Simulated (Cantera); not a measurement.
Charge: 1 mol SiH2Cl2, 10 mol N2, held at 1198 K and 13.3 mbar.

Equilibrium computed with Cantera from the NASA thermochemical tables; the gas is ideal and each condensed phase is pure. Candidate condensed phases: NH4Cl, Si, Si3N4; 28 gas species. N2 is the only nitrogen source here; it is nearly inert below about 1500 K, so the nitride shown seldom forms there in practice. The tables' values for SiCl3 are old estimates; treat these amounts as uncertain. Kinetics and transport are ignored.

Base state: N2 0.836, HCl 0.123, H2 0.0271, SiCl4 0.0130, SiCl3 0.000587, SiCl2 0.000235, SiHCl3 7.71e-5 (mole fractions); condensed: Si3N4(s).

**Question.** What changes in the equilibrium state with this change: N2 from 10 to 77 mol?

**Answer.** 
```csv
species,before,after
N2,0.836,0.976
HCl,0.123,0.0206
H2,0.0271,0.00246
SiCl4,0.0130,0.00113
SiHCl3,7.71e-5,3.63e-6
SiCl3,0.000587,9.15e-5
"Si3N4(s), mol",0.281,0.300
```
